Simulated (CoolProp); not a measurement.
The fluid at 408.4 K and 10.9 MPa is compressed adiabatically to 61 MPa with isentropic efficiency 0.9. The same conditions are run with several fluids, on thermodynamics alone (safety and materials aside).

Values from CoolProp's reference Helmholtz-energy equation of state of each fluid (carbon dioxide: Span 1996; propane: Lemmon 2009; hydrogen sulfide: Lemmon 2006).

```
fluid             work (kJ/kg)  final temperature (K)  final density (kg/m³)
----------------  ------------  ---------------------  ---------------------
carbon dioxide             165                  595.9                    485
propane                    135                  459.6                    461
hydrogen sulfide           171                  605.2                    432
```
